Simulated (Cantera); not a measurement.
## (CH₃)₂SiCl₂ + CH₄ + H₂ (silicon carbide growth)

Input: 1 mol (CH₃)₂SiCl₂, 0.06 mol CH₄, 730 mol H₂, equilibrated at 323 Torr.

These are equilibrium values from Cantera (NASA tables, ideal gas, pure condensed phases), not measurements of a reactor. Candidate condensed phases: C, C₆H₆, C₇H₈, C₈H₁₈, Si, SiC; 109 gas species. The feed counts by its element totals alone. Gases not in the tables: Si₂H₆ and higher silanes. Equilibrium is a limit: real reactors are often held back by kinetics, nucleation or transport.

```
T (K)  log p H₂  log p H  log p HCl  log p CH₄  log p C₂H₂ (acetylene)  log p Si  log p SiH₂  n SiC(s)  n C(graphite)
-----  --------  -------  ---------  ---------  ----------------------  --------  ----------  --------  -------------
1000      -0.37    -8.83      -2.93      -3.20                  -12.21      <-12      -12.36     0.996              0
1150      -0.37    -7.31      -2.93      -3.21                   -9.46      <-12      -10.82     1.000              0
1300      -0.37    -6.14      -2.93      -3.21                   -7.34      <-12       -9.65     1.000              0
1450      -0.37    -5.21      -2.93      -3.22                   -5.68    -10.74       -8.71     1.000         0.0190
1600      -0.37    -4.45      -2.93      -3.52                   -4.93     -8.99       -7.65     1.000          0.506
1750      -0.37    -3.82      -2.93      -3.78                   -4.31     -7.54       -6.77     0.999          0.602
1900      -0.37    -3.28      -2.93      -3.99                   -3.79     -6.33       -6.03     0.996          0.322
2050      -0.37    -2.83      -2.93      -4.27                   -3.54     -5.20       -5.31     0.974              0
```
log p: log10 of the partial pressure in bar; n: condensed amount in mol.

From 1000 K to 1300 K the condensed part is SiC(s). From 1450 K to 1900 K the condensed part is C(graphite) + SiC(s). At 2050 K the condensed part is SiC(s). The main Si-bearing gas is SiHCl₃ at 1000 K and Si at 2050 K.
